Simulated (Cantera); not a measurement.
Mixture: CH4 : CO : O2 : N2 = 1 : 0.095 : 4.36 : 16.4 (molar parts), equivalence ratio 0.47, at 760 Torr, adiabatic and at constant volume. Ignition delay is the time to a rise of 400 K.

Cantera simulation using GRI-Mech 3.0 (53 species, 325 reactions); the numbers are that mechanism's predictions, not measurements.

**Question.** What does this change do: pressure from 760 Torr to 2030 Torr?

**Answer.** 
```csv
quantity,before,after
delay at 1300 K,7.68 ms,3.45 ms
delay at 1400 K,2.35 ms,1.09 ms
delay at 1500 K,0.868 ms,0.397 ms
delay at 1600 K,0.380 ms,0.167 ms
delay at 1700 K,0.189 ms,80.1 µs
apparent activation energy between 1650 and 1750 K,160 kJ/mol,160 kJ/mol
```
